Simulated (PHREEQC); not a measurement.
A solution holds 3 mol/kgw KCl, 0.061 mol/kgw BaCl2 and 1.2 mol/kgw KBr, at 25 °C. Closed to the air; pH follows from the charge balance.

Computed with PHREEQC (Pitzer model, pitzer.dat).

The ionic strength is 4.38 mol/kgw, the activity of water comes out as 0.860 and the density is 1.206 g/cm³. The osmotic coefficient comes out as 0.977.

| species | molality | activity | log γ |
|---|---|---|---|
| K+ | 4.20 | 2.45 | -0.235 |
| Cl- | 3.12 | 1.82 | -0.234 |
| Br- | 1.20 | 0.749 | -0.205 |
| Ba+2 | 0.0610 | 0.0113 | -0.733 |
| OH- | 8.23e-8 | 6.09e-8 | -0.131 |
| H+ | 8.23e-8 | 1.43e-7 | 0.240 |

No solid was allowed to form. Species that the database lacks are ignored.
